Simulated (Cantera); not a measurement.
# Hydrocarbon pyrolysis for carbon deposition

An isothermal, constant-pressure homogeneous reactor starts with C₂H₆ : N₂ = 1 : 4.6 (molar parts), at 1950 K and 7300 Pa.

Detailed kinetics in Cantera: GRI-Mech 3.0 (53 species, 325 reactions). GRI-Mech 3.0 stops at C3 and has no aromatics, soot or wall deposition, so with more carbon than oxygen in the feed, carbon stays in small species such as C2H2 where larger ones or solid carbon would form.

```
t (s)       x C₂H₆   x H₂    x C₂H     x CH₄     x CH₃
--------  --------  -----  -------  --------  --------
0.000100  0.000520  0.159  2.69e-5    0.0477    0.0204
0.000363   5.62e-5  0.202  1.35e-5    0.0405   0.00597
0.00132    1.63e-5  0.220  9.21e-6    0.0313   0.00296
0.00479    5.57e-6  0.238  9.37e-6    0.0186   0.00174
0.0174     8.26e-7  0.254  1.21e-5   0.00606  0.000710
0.0632     3.97e-8  0.260  1.60e-5   0.00110  0.000169
0.230      1.79e-9  0.261  1.71e-5  0.000218   3.59e-5
0.835     2.86e-10  0.262  1.72e-5   7.66e-5   1.27e-5
3.03      2.34e-10  0.262  1.72e-5   6.65e-5   1.10e-5
11.0      2.35e-10  0.262  1.72e-5   6.67e-5   1.10e-5
40.0      2.37e-10  0.262  1.72e-5   6.73e-5   1.11e-5
```
x: mole fraction; the columns are a selection and need not sum to one.

Equilibrium at this temperature and pressure: C₂H₆ 1.38e-10, H₂ 0.262, C₂H 8.84e-6, CH₄ 5.25e-5, CH₃ 8.70e-6 (gas phase only).
